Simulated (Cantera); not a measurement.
Cantera run:

```python
import numpy as np
import cantera as ct

gas_names = [...]  # 113 gases of nasa_gas.yaml made of C, H, O, Ti
cond_names = """
    C(gr) C6H6(L) C7H8(L) C8H18(L),n-octa H2O(s) H2O(L) Ti(a) Ti(b) Ti(L) TiC(s) TiC(L) TiO(a) TiO(b)
    TiO(L) TiO2(ru) TiO2(L) Ti2O3(a) Ti2O3(b) Ti2O3(L) Ti3O5(a) Ti3O5(b) Ti3O5(L) Ti4O7(s) Ti4O7(L)
""".split()


# ... load() reads the species with a 1 bar reference pressure and builds the phases ...
atoms = {
    'Ti': {'Ti': 1},
    'CO2': {'C': 1, 'O': 2},
    'H2': {'H': 2},
}
top_T = {'C(gr)': 4500}  # K; cautious upper limits of use, not melting points


# ... equilibrate(T, P, feed) seeds the gas with the atoms and calls Mixture.equilibrate('TP', solver="vcs", rtol=1e-11, max_steps=5000) ...
results = []
feed = {'Ti': 1, 'CO2': 0.28, 'H2': 19}  # mol
T = 1400  # K
P = 350  # Pa
mix = equilibrate(T, P, feed)
results.append((T, P, feed, dict(zip(mix.species_names, mix.species_moles))))
x = sorted(zip(gas.X, gas.species_names), reverse=True)
print(f"T = {T:g} K  P = {P:g} Pa  gas = {mix.phase_moles(0):.4g} mol")
print("   x: " + "  ".join(f"{s} {v:.3e}" for v, s in x if v > 0.001))
print("   condensed (mol): " + ("  ".join(f"{mix.phase(i).name} {mix.phase_moles(i):.4g}"
      for i in range(1, mix.n_phases) if mix.phase_moles(i) > 1e-12) or "none"))
```

Output:

```
T = 1400 K  P = 350 Pa  gas = 19 mol
   x: H2 9.999e-01
   condensed (mol): Ti(b) 0.16  TiC(s) 0.28  TiO(b) 0.56
```

These are equilibrium values from Cantera (NASA tables, ideal gas, pure condensed phases), not measurements of a reactor. Mutual solubility and eutectic melting of coexisting phases are not modelled. TiC, TiO: taken at fixed stoichiometry. Condensed phases not in the tables: solid solutions among these carbides, nitrides and lower oxides, N, O or C dissolved in the metal.
